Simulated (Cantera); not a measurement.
What does this Cantera script print?

```python
import numpy as np
import cantera as ct

gas = ct.Solution("h2o2.yaml")
gas.TPX = 300, 200000, {'H2': 1, 'O2': 0.658, 'N2': 2.47}
flame = ct.FreeFlame(gas, width=0.025)
flame.set_refine_criteria(ratio=3, slope=0.08, curve=0.16)
flame.transport_model = "mixture-averaged"
flame.solve(loglevel=0, auto=True)
z, T = flame.grid, flame.T
thick = (T[-1] - T[0]) / np.gradient(T, z).max()
show = ['H2', 'O2', 'O', 'H2O2', 'H2O', 'H']
print(f"laminar burning velocity  {flame.velocity[0] * 100:.3f} cm/s")
print(f"burnt temperature         {T[-1]:.1f} K")
print(f"thermal thickness         {thick * 1e3:.4f} mm")
print(f"grid points               {len(z)}")
z0 = z[flame.heat_release_rate.argmax()]
print(f"{'z/mm':>9s}{'T/K':>9s}{'u/(m/s)':>9s}" + "".join(f"{s:>11s}" for s in show))
rows = []
for k in (-3, -2, -1.5, -1, -0.5, -0.25, 0, 0.25, 0.5, 1, 2, 4, 8):
    zz = z0 + k * thick
    rows.append([k * thick, np.interp(zz, z, T), np.interp(zz, z, flame.velocity),
                 *(np.interp(zz, z, flame.X[gas.species_index(s)]) for s in show)])
    print(f"{rows[-1][0] * 1e3:9.3f}{rows[-1][1]:9.1f}{rows[-1][2]:9.3f}" + "".join(f"{x:11.3e}" for x in rows[-1][3:]))
```

It prints:

```
laminar burning velocity  128.229 cm/s
burnt temperature         2083.0 K
thermal thickness         0.1516 mm
grid points               112
     z/mm      T/K  u/(m/s)         H2         O2          O       H2O2        H2O          H
   -0.455    300.0    1.282  2.422e-01  1.594e-01  2.195e-11  7.472e-11  1.609e-08  2.273e-16
   -0.303    300.1    1.282  2.415e-01  1.596e-01  7.085e-10  5.192e-09  9.427e-07  2.383e-14
   -0.227    300.5    1.281  2.399e-01  1.599e-01  4.445e-09  5.292e-08  8.588e-06  8.487e-13
   -0.152    304.9    1.288  2.326e-01  1.614e-01  4.669e-08  9.956e-07  1.414e-04  5.954e-11
   -0.076    414.7    1.676  1.905e-01  1.663e-01  4.052e-06  6.758e-05  9.189e-03  2.890e-06
   -0.038    769.3    3.007  1.393e-01  1.537e-01  2.056e-04  1.154e-04  5.222e-02  1.130e-03
    0.000   1182.1    4.544  8.382e-02  1.208e-01  2.051e-03  3.209e-05  1.228e-01  6.937e-03
    0.038   1464.8    5.606  4.193e-02  8.455e-02  5.098e-03  6.532e-06  1.850e-01  1.213e-02
    0.076   1628.7    6.220  2.261e-02  6.467e-02  6.463e-03  3.436e-06  2.167e-01  1.228e-02
    0.152   1794.1    6.822  1.274e-02  5.356e-02  5.723e-03  1.734e-06  2.367e-01  8.110e-03
    0.303   1927.4    7.286  7.967e-03  4.977e-02  3.479e-03  9.331e-07  2.486e-01  3.588e-03
    0.607   2014.3    7.580  4.058e-03  4.809e-02  1.667e-03  5.498e-07  2.575e-01  1.164e-03
    1.213   2059.7    7.729  1.661e-03  4.766e-02  6.701e-04  3.294e-07  2.629e-01  2.897e-04
```

Computed with Cantera and the H2/O2 subset of GRI-Mech 3.0, which has no nitrogen chemistry. Burning velocities carry a grid error of a few per cent, more on coarse grids.
